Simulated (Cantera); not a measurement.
## Ignition delay

Mixture: 6.63 % CH4, 0.995 % CO, 18.6 % O2, 69.6 % N2, 3.58 % H2O, 0.590 % CO2, equivalence ratio 0.74, at 20.0 bar, adiabatic and at constant pressure. Ignition delay is the time to a rise of 400 K.

Cantera simulation using GRI-Mech 3.0 (53 species, 325 reactions); the numbers are that mechanism's predictions, not measurements. The pressure lies above the range GRI-Mech 3.0 was tuned for (to about 10 atm).

```csv
T0 (K),delay (ms)
1173,3.41
1223,1.78
1273,0.978
1323,0.560
1373,0.332
1423,0.202
1473,0.126
```

```json
{
 "apparent activation energy between 1373 and 1473 K": "160 kJ/mol"
}
```
